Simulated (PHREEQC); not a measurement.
Dissolve 0.24 mol/kgw HBF4 at 25 °C. Closed to the air; pH follows from the charge balance.

All values are PHREEQC results (ion-association model, wateq4f.dat), not measurements.

Problem. The ionic strength comes out as 0.236 mol/kgw. What activity coefficients do BF2(OH)2-, H+, F-, BF4-, BF3OH- get?

Solution. BF2(OH)2- 0.67, H+ 0.79, F- 0.69, BF4- 0.67, BF3OH- 0.67.

No solid was allowed to form. Species that the database lacks are ignored. Real BF4- forms and hydrolyses slowly; the run takes it at equilibrium.
